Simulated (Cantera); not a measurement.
Feed: 1 mol AlI₃, 5.5 mol NH₃, 37 mol H₂, equilibrated at 1900 Pa.

Equilibrium computed with Cantera from the NASA thermochemical tables; the gas is ideal and each condensed phase is pure. Candidate condensed phases: Al, AlI₃, AlN, I₂; 19 gas species. The numbers say what is thermodynamically allowed, not how fast it happens.

Q: At 1050 °C, list the 7 most abundant gas species with their mole fractions, and the condensed phases.

A: H₂ 0.895, N₂ 0.0454, HI 0.0309, I 0.0288, AlI 0.000123, AlI₃ 0.000115, I₂ 5.52e-5. Condensed: AlN(s).
